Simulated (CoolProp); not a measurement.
Vapour-liquid equilibrium of R152A (1) + isobutene (2) at 1.72 MPa; x and y are mole fractions of (1).

Model: multi-fluid Helmholtz-energy mixture model, Outcalt 1996 and Lemmon 2005; pair parameters Bell 2016, in CoolProp.

Task: Give the bubble temperature and the first vapour's composition at x = 0.275, 0.35, 0.725. Is there an azeotrope?

Result: x = 0.275: 350.5 K, y = 0.425; x = 0.35: 347.7 K, y = 0.494; x = 0.725: 339.9 K, y = 0.765. y crosses x between x = 0.875 and 0.95: the model has an azeotrope there.

Pair parameters are fitted to limited data, so mixtures are less certain than the pure fluids.
